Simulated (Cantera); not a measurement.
Mixture: CH4 : CO : O2 : N2 = 1 : 0.034 : 4.38 : 16.5 (molar parts), equivalence ratio 0.46, at 0.630 bar, adiabatic and at constant pressure. Ignition delay is the time to a rise of 400 K.

Computed with Cantera and GRI-Mech 3.0 (53 species, 325 reactions).

### Question
What does this change do: 0.85 parts CO2 added?

### Answer
| quantity | before | after |
|---|---|---|
| delay at 1098 K | 0.220 s | 0.233 s |
| delay at 1298 K | 11.6 ms | 12.3 ms |
| delay at 1498 K | 1.35 ms | 1.42 ms |
| delay at 1698 K | 0.308 ms | 0.320 ms |
| delay at 1898 K | 0.102 ms | 0.107 ms |
| apparent activation energy between 1698 and 1898 K | 150 kJ/mol | 150 kJ/mol |

### Question
What does this change do: 1.3 parts H2 added?

### Answer
```
quantity                                                before      after
--------------------------------------------------  ----------  ---------
delay at 1098 K                                        0.220 s    1.66 ms
delay at 1298 K                                        11.6 ms   0.323 ms
delay at 1498 K                                        1.35 ms   0.113 ms
delay at 1698 K                                       0.308 ms    53.0 µs
delay at 1898 K                                       0.102 ms    28.3 µs
apparent activation energy between 1698 and 1898 K  150 kJ/mol  84 kJ/mol
```
